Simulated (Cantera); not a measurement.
Input: 1 mol SiC, 2.4 mol CO2, 150 mol H2, held at 973 K and 1.00 bar.

Cantera equilibrium calculation (NASA polynomials, part measured and part estimated; ideal gas, pure solids and liquids). Candidate condensed phases: C, C6H6, C7H8, C8H18, H2O, Si, SiC, SiO2; 123 gas species. The numbers say what is thermodynamically allowed, not how fast it happens.

Base state: H2 0.962, CH4 0.0190, H2O 0.0148, CO 0.00394, CO2 9.79e-5 (mole fractions); condensed: SiO2(β-quartz).

### Question
What changes in the equilibrium state with this change: pressure from 1.00 bar to 9.80 Pa?

### Answer
```
species               before    after
-------------------  -------  -------
H2                     0.962    0.982
CO                   0.00394   0.0183
CH4                   0.0190  1.21e-5
H2O                   0.0148  1.10e-6
CO2                  9.79e-5  3.30e-8
SiO2(β-quartz), mol     1.00     1.00
C(graphite), mol           0    0.598
```

### Question
What changes in the equilibrium state with this change: temperature from 973 K to 1375 K?

### Answer
```tsv
species	before	after
H2	0.962	0.978
CO	0.00394	0.0183
CH4	0.0190	0.00403
H2O	0.0148	9.70e-5
CO2	9.79e-5	8.79e-7
SiO2(β-quartz), mol	1.00	1.000
```
The tables hold silica as quartz up to 1696 K and as liquid above; real silica turns to tridymite and cristobalite and melts near 1996 K.

### Question
What changes in the equilibrium state with this change: H2 from 150 to 620 mol?

### Answer
```json
[
 {"species": "H2", "before": "0.962", "after": "0.990"},
 {"species": "CH4", "before": "0.0190", "after": "0.00522"},
 {"species": "H2O", "before": "0.0148", "after": "0.00425"},
 {"species": "CO2", "before": "9.79e-5", "after": "1.98e-6"},
 {"species": "CO", "before": "0.00394", "after": "0.000286"},
 {"species": "SiO2(β-quartz), mol", "before": "1.00", "after": "1.00"}
]
```
